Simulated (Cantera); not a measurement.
Mixture: 10.8 % CH4, 18.1 % O2, 67.8 % N2, 3.35 % H2, at 57000 Pa, adiabatic and at constant pressure. Ignition delay is the time to a rise of 400 K.

Model: GRI-Mech 3.0 (53 species, 325 reactions), integrated in Cantera.

Question: Predict: delay at 1075 K; delay at 1125 K; delay at 1175 K; delay at 1225 K; delay at 1275 K; delay at 1325 K; delay at 1375 K; apparent activation energy between 1275 and 1375 K.

Answer: 
```json
{
 "delay at 1075 K": "31.9 ms",
 "delay at 1125 K": "18.7 ms",
 "delay at 1175 K": "11.1 ms",
 "delay at 1225 K": "6.65 ms",
 "delay at 1275 K": "4.08 ms",
 "delay at 1325 K": "2.56 ms",
 "delay at 1375 K": "1.66 ms",
 "apparent activation energy between 1275 and 1375 K": "130 kJ/mol"
}
```
